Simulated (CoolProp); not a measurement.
A simple Rankine cycle with water: condensing at 293.15 K, boiler at 0.0563 MPa, turbine inlet 362.5 K, turbine efficiency 0.85, pump efficiency 0.6, no recuperator. Each further row changes one setting.

Model: reference Helmholtz-energy equation of state, Wagner 2002, in CoolProp.

```csv
case,thermal efficiency (%),net work (kJ/kg),heat in (kJ/kg),turbine exit temperature (K),volume ratio over the turbine
as stated,?,?,2580,293.1,17.6
turbine inlet 382.5 K,?,?,2620,293.1,?
condensing temperature 285.15 K,16.3,425,2610,285.1,28.1
boiler pressure 0.0394 MPa,?,334,2580,293.1,12.5
turbine efficiency 0.75,?,331,2580,293.1,18.0
```

Complete the blanks.


- as stated, thermal efficiency (%): 14.5
- as stated, net work (kJ/kg): 375
- turbine inlet 382.5 K, thermal efficiency (%): 14.6
- turbine inlet 382.5 K, net work (kJ/kg): 382
- turbine inlet 382.5 K, volume ratio over the turbine: 16.9
- boiler pressure 0.0394 MPa, thermal efficiency (%): 13.0
- turbine efficiency 0.75, thermal efficiency (%): 12.8

The expansion ends wet for: as stated; turbine inlet 382.5 K; condensing temperature 285.15 K; boiler pressure 0.0394 MPa; turbine efficiency 0.75.
